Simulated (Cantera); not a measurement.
A Cantera script and what it prints.

```python
import numpy as np
import cantera as ct

gas_names = [...]  # 109 gases of nasa_gas.yaml made of C, Cl, H, Si
cond_names = """
    C(gr) C6H6(L) C7H8(L) C8H18(L),n-octa Si(cr) Si(L) SiC(b)
""".split()


# ... load() reads the species with a 1 bar reference pressure and builds the phases ...
atoms = {
    'SiCl4': {'Si': 1, 'CL': 4},
    'CH4': {'C': 1, 'H': 4},
    'H2': {'H': 2},
    'C2H2': {'C': 2, 'H': 2},
}
top_T = {'C(gr)': 4500, 'SiC(b)': 3050}  # K; cautious upper limits of use, not melting points


# ... equilibrate(T, P, feed) seeds the gas with the atoms and calls Mixture.equilibrate('TP', solver="vcs", rtol=1e-11, max_steps=5000) ...
results = []
feed = {'SiCl4': 1, 'CH4': 0.18, 'H2': 1.9, 'C2H2': 0.12}  # mol
T = 1048.15  # K
P = 1000  # Pa
mix = equilibrate(T, P, feed)
results.append((T, P, feed, dict(zip(mix.species_names, mix.species_moles))))
print(gas.report(threshold=0.001))
for i in range(1, mix.n_phases):
    print(f"{mix.phase(i).name:16s} {mix.phase_moles(i):12.5e} mol")
```

Output:

```
       temperature   1048.2 K
          pressure   1000 Pa
           density   0.0052452 kg/m^3
  mean mol. weight   45.711 kg/kmol
   phase of matter   gas

                          1 kg             1 kmol
                     ---------------   ---------------
          enthalpy       -2.7542e+06        -1.259e+08  J
   internal energy       -2.9449e+06       -1.3461e+08  J
           entropy            6332.9        2.8948e+05  J/K
    Gibbs function        -9.392e+06       -4.2932e+08  J
 heat capacity c_p            1003.7             45881  J/K
 heat capacity c_v            821.84             37567  J/K

                      mass frac. Y      mole frac. X     chem. pot. / RT
                     ---------------   ---------------   ---------------
               HCL           0.24135           0.30261           -40.791
                H2          0.021963           0.49799           -22.926
             SiCL3         0.0042843         0.0014567           -99.191
             SiCL4            0.7222           0.19432           -128.52
            SiHCL3         0.0097033         0.0032748           -110.65
     [ +104 minor]        0.00049755        0.00035086

C(gr)             1.47691e-01 mol
Si(cr)            0.00000e+00 mol
SiC(b)            2.71780e-01 mol
```

Cantera equilibrium calculation (NASA polynomials, part measured and part estimated; ideal gas, pure solids and liquids). The tables' values for SiCl3 are old estimates; treat these amounts as uncertain.
